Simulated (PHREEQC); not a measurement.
Model water analysis in mg/L, 25 °C, pH 5.86, pe 9.9:

```tsv
constituent	mg/L
Na	2.49
K	0.00259
Ca	4.3
Mg	2.65
Cl	1.54
S(6) as SO4	14.8
Alkalinity as HCO3	12.1
Ba	0.00949
Pb	0.0473
```

Valence states are taken as typed.

All values are PHREEQC results (ion-association model, wateq4f.dat), not measurements.

Each row changes one thing in this solution. This is a speciation only: nothing precipitates in the calculation.

```
case                                               CO2 (mol/kgw)  MgSO4 (mol/kgw)  CaSO4 (mol/kgw)  CaHCO3+ (mol/kgw)  MgHCO3+ (mol/kgw)  NaSO4- (mol/kgw)  SI of Anglesite (PbSO4)  SI of Pb(OH)2 (Pb(OH)2)
-------------------------------------------------  -------------  ---------------  ---------------  -----------------  -----------------  ----------------  -----------------------  -----------------------
as made                                                 0.000598          2.83e-6          2.38e-6            2.33e-7            2.16e-7           7.06e-8                    -2.92                    -3.25
Mg from 2.65 to 5.3 mg/L                                0.000595          5.42e-6          2.27e-6            2.29e-7            4.27e-7           6.84e-8                        …                    -3.25
temperature from 25 to 80 °C at the same typed pH       0.000576          8.25e-6          3.38e-6            3.35e-7            3.29e-7           8.93e-8                    -3.21                    -1.68
pH from 5.86 to 5.5 at the same alkalinity               0.00138          2.83e-6          2.38e-6            2.35e-7                  …           7.05e-8                    -2.89                    -3.95
```

### Question
What belongs in the gaps?

### Answer

- Mg from 2.65 to 5.3 mg/L, SI of Anglesite (PbSO4): -2.93
- pH from 5.86 to 5.5 at the same alkalinity, MgHCO3+ (mol/kgw): 2.18e-7

Complexes and solids missing from the database can't appear. Constants without temperature data keep their 25 °C values here.
